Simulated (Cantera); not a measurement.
# Thermodynamics of silicon carbide growth, feed SiH2Cl2 + C2H4 + H2

Input: 1 mol SiH2Cl2, 0.16 mol C2H4, 24 mol H2, held at 670 Pa.

Equilibrium computed with Cantera from the NASA thermochemical tables; the gas is ideal and each condensed phase is pure. Candidate condensed phases: C, C6H6, C7H8, C8H18, Si, SiC; 109 gas species. Mutual solubility and eutectic melting of coexisting phases are not modelled. The tables' values for SiCl3, SiCl are old estimates; treat these amounts as uncertain. Gases not in the tables: Si2H6 and higher silanes. Rates play no part.

From 1148 K to 1673 K the condensed part is Si(s) + SiC(s). The main Si-bearing gas is SiCl2 throughout. The share of Si in condensed phases is highest at 1223 K (74.9 %) and lowest at 1673 K (70.4 %).

```json
[
 {"T (K)": "1148", "x H2": "0.941", "x HCl": "0.0487", "x SiCl2": "0.00552", "x SiCl4": "0.00254", "x H": "8.49e-7", "x SiCl3": "0.00113", "n Si(s)": "0.412", "n SiC(s)": "0.320"},
 {"T (K)": "1223", "x H2": "0.936", "x HCl": "0.0545", "x SiCl2": "0.00771", "x SiCl4": "0.000667", "x H": "3.55e-6", "x SiCl3": "0.000803", "n Si(s)": "0.429", "n SiC(s)": "0.320"},
 {"T (K)": "1298", "x H2": "0.934", "x HCl": "0.0559", "x SiCl2": "0.00888", "x SiCl4": "0.000151", "x H": "1.27e-5", "x SiCl3": "0.000474", "n Si(s)": "0.426", "n SiC(s)": "0.320"},
 {"T (K)": "1373", "x H2": "0.934", "x HCl": "0.0558", "x SiCl2": "0.00957", "x SiCl4": "3.68e-5", "x H": "3.93e-5", "x SiCl3": "0.000276", "n Si(s)": "0.419", "n SiC(s)": "0.320"},
 {"T (K)": "1448", "x H2": "0.934", "x HCl": "0.0553", "x SiCl2": "0.0101", "x SiCl4": "1.01e-5", "x H": "0.000109", "x SiCl3": "0.000166", "n Si(s)": "0.410", "n SiC(s)": "0.320"},
 {"T (K)": "1523", "x H2": "0.934", "x HCl": "0.0547", "x SiCl2": "0.0105", "x SiCl4": "3.11e-6", "x H": "0.000273", "x SiCl3": "0.000104", "n Si(s)": "0.401", "n SiC(s)": "0.320"},
 {"T (K)": "1598", "x H2": "0.934", "x HCl": "0.0541", "x SiCl2": "0.0108", "x SiCl4": "1.07e-6", "x H": "0.000629", "x SiCl3": "6.82e-5", "n Si(s)": "0.393", "n SiC(s)": "0.320"},
 {"T (K)": "1673", "x H2": "0.934", "x HCl": "0.0535", "x SiCl2": "0.0111", "x SiCl4": "4.04e-7", "x H": "0.00134", "x SiCl3": "4.63e-5", "n Si(s)": "0.384", "n SiC(s)": "0.320"}
]
```
x: gas mole fraction; n: condensed amount in mol.
